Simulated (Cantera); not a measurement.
An adiabatic, constant-volume homogeneous reactor starts with 3.42 % C₂H₄, 20.1 % O₂, 75.6 % N₂, 0.821 % H₂O, at 1375 K and 0.247 atm.

Detailed kinetics in Cantera: GRI-Mech 3.0 (53 species, 325 reactions). GRI-Mech 3.0 was tuned for natural gas; its chemistry of ethylene as a main component is partial and can be far from experiment.

Predict: time of steepest temperature rise; temperature at 0.100 s; equilibrium temperature; x(O₂) at 0.100 s; x(H₂O) at 0.100 s; x(H₂O₂) at 0.100 s; x(NO) at 0.100 s; x(CO₂) at 0.100 s.


| Property | Result |
|---|---|
| time of steepest temperature rise | 0.249 ms |
| temperature at 0.100 s | 2537 K |
| equilibrium temperature | 2537 K |
| x(O₂) at 0.100 s | 0.0899 (gas-phase equilibrium 0.0899) |
| x(H₂O) at 0.100 s | 0.0657 (gas-phase equilibrium 0.0657) |
| x(H₂O₂) at 0.100 s | 1.03e-7 (gas-phase equilibrium 1.03e-7) |
| x(NO) at 0.100 s | 0.0156 (gas-phase equilibrium 0.0156) |
| x(CO₂) at 0.100 s | 0.0552 (gas-phase equilibrium 0.0552) |
